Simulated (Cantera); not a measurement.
**Al(CH3)3 + NH3 + N2 (aluminium nitride and oxide growth)**

Charge: 1 mol Al(CH3)3, 1.2 mol NH3, 14 mol N2.

These are equilibrium values from Cantera (NASA tables, ideal gas, pure condensed phases), not measurements of a reactor. Candidate condensed phases: Al, AlN, C, C6H6, C7H8, C8H18; 97 gas species. The feed counts by its element totals alone. Equilibrium is a limit: real reactors are often held back by kinetics, nucleation or transport.

**Question.** Map the stable condensed phases over T = 1352, 1402, 1452, 1502, 1552, 1602, 1652, 1702, 1752, 1802, 1852 °C and P in Pa = 10, 28, 77, 220, 600, 1700, 4600, 13000, 36000, 100000.

**Answer.** 
```
T in °C \ P in Pa
             10     28     77    220    600   1700   4600  13000  36000 100000
   1852       A      A      A      A      A      A      B      B      B      B
   1802       A      A      A      A      A      A      B      B      B      B
   1752       A      A      A      A      A      B      B      B      B      B
   1702       A      A      A      A      B      B      B      B      B      B
   1652       A      A      A      A      B      B      B      B      B      B
   1602       A      A      A      B      B      B      B      B      B      B
   1552       A      A      B      B      B      B      B      B      B      B
   1502       A      B      B      B      B      B      B      B      B      B
   1452       A      B      B      B      B      B      B      B      B      B
   1402       B      B      B      B      B      B      B      B      B      B
   1352       B      B      B      B      B      B      B      B      B      B
```
A: C; B: AlN + C.
